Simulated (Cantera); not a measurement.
A perfectly stirred reactor is fed with CH4 : N2 = 1 : 2.7 (molar parts), at 0.868 atm; it is held at 1325 K, and followed from long to short residence time.

Computed with Cantera and GRI-Mech 3.0 (53 species, 325 reactions). GRI-Mech 3.0 stops at C3 and has no aromatics, soot or wall deposition, so with more carbon than oxygen in the feed, carbon stays in small species such as C2H2 where larger ones or solid carbon would form.

Task: What does this change do: temperature 1325 to 1750 K?

Result: 
```json
[
 {"quantity": "x(CH4) at τ = 22.0 s", "before": "0.205", "after": "0.00524"},
 {"quantity": "x(C2H6) at τ = 22.0 s", "before": "0.000101", "after": "5.91e-7"},
 {"quantity": "x(C2H4) at τ = 22.0 s", "before": "0.00368", "after": "0.000944"},
 {"quantity": "x(H2) at τ = 22.0 s", "before": "0.0739", "after": "0.312"},
 {"quantity": "x(HCN) at τ = 22.0 s", "before": "8.81e-12", "after": "3.29e-5"},
 {"quantity": "x(CH4) at τ = 0.120 s", "before": "0.270", "after": "0.0437"},
 {"quantity": "x(C2H6) at τ = 0.120 s", "before": "0.000130", "after": "2.69e-5"},
 {"quantity": "x(C2H4) at τ = 0.120 s", "before": "7.51e-5", "after": "0.000981"},
 {"quantity": "x(H2) at τ = 0.120 s", "before": "0.000314", "after": "0.266"},
 {"quantity": "x(HCN) at τ = 0.120 s", "before": "<1e-12", "after": "8.88e-7"}
]
```

Task: What does this change do: temperature 1325 to 1875 K?

Result: 
```
quantity                  before     after
----------------------  --------  --------
x(CH4) at τ = 22.0 s       0.205   0.00209
x(C2H6) at τ = 22.0 s   0.000101   1.34e-7
x(C2H4) at τ = 22.0 s    0.00368  0.000412
x(H2) at τ = 22.0 s       0.0739     0.316
x(HCN) at τ = 22.0 s    8.81e-12  0.000525
x(CH4) at τ = 0.120 s      0.270    0.0165
x(C2H6) at τ = 0.120 s  0.000130   5.84e-6
x(C2H4) at τ = 0.120 s   7.51e-5  0.000444
x(H2) at τ = 0.120 s    0.000314     0.299
x(HCN) at τ = 0.120 s     <1e-12   1.44e-5
```
